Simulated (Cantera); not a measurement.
An isothermal plug-flow reactor at 600 K and 3750 Torr (inlet), inlet velocity 4.3 m/s, active area per volume 220 1/m; feed 1.32 % H2, 14.3 % O2, 80.4 % N2, 3.97 % H2O, equivalence ratio 0.046.

Detailed kinetics in Cantera: Deutschmann's 1995 Pt surface mechanism with GRI-Mech 3.0 gas chemistry. Catalytic surfaces can have several steady states; this one follows from the mechanism file's or the stated starting coverage. Mass transfer to the wall is taken as infinitely fast.

Q: Predict: x(H2) at z = 0.077 m; x(O2) at z = 0.077 m; x(H2O) at z = 0.077 m; θ(free Pt) at the exit; θ(O*) at the exit; θ(OH*) at the exit.

A: 
```json
{
 "x(H2) at z = 0.077 m": "0.000681",
 "x(O2) at z = 0.077 m": "0.137",
 "x(H2O) at z = 0.077 m": "0.0526",
 "θ(free Pt) at the exit": "0.00815",
 "θ(O*) at the exit": "0.972",
 "θ(OH*) at the exit": "0.0197"
}
```
